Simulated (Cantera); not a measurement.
# Si + CO2 + H2 + O2 (thermal oxidation and active oxidation of silicon)

A closed system holds: 1 mol Si, 0.59 mol CO2, 96 mol H2, 0.0046 mol O2, equilibrated at 0.0135 Torr.

Method: chemical equilibrium by Gibbs-energy minimisation in Cantera with the NASA 1993 tables (ideal gas, pure condensed phases). Candidate condensed phases: C, C6H6, C7H8, C8H18, H2O, Si, SiC, SiO2; 123 gas species. Kinetics and transport are ignored.

```
T (K)  log p H2  log p H  log p SiO  log p CO  log p Si  log p SiH  n SiC(s)
-----  --------  -------  ---------  --------  --------  ---------  --------
1473      -4.75    -7.27      -6.83     -7.14     -8.91     -10.73     0.197
1523      -4.75    -7.01      -6.84     -7.13     -8.36     -10.27     0.188
1573      -4.75    -6.77      -6.85     -7.10     -7.86      -9.86     0.162
1623      -4.76    -6.54      -6.89     -7.04     -7.42      -9.50    0.0956
1673      -4.76    -6.33      -6.96     -6.97     -7.14      -9.30         0
1723      -4.77    -6.12      -6.97     -6.97     -7.14      -9.37         0
1773      -4.78    -5.94      -6.97     -6.98     -7.15      -9.45         0
1823      -4.80    -5.76      -6.98     -6.98     -7.15      -9.52         0
1873      -4.82    -5.60      -6.99     -6.99     -7.16      -9.60         0
1923      -4.85    -5.45      -7.00     -7.01     -7.18      -9.69         0
1973      -4.89    -5.31      -7.02     -7.03     -7.20      -9.78         0
2023      -4.94    -5.19      -7.04     -7.05     -7.22      -9.88         0
2073      -5.02    -5.09      -7.07     -7.07     -7.24      -9.99         0
```
log p: log10 of the partial pressure in bar; n: condensed amount in mol.

From 1473 K to 1623 K the condensed part is SiC(s). From 1673 K to 2073 K nothing is condensed. The main Si-bearing gas is SiO throughout.
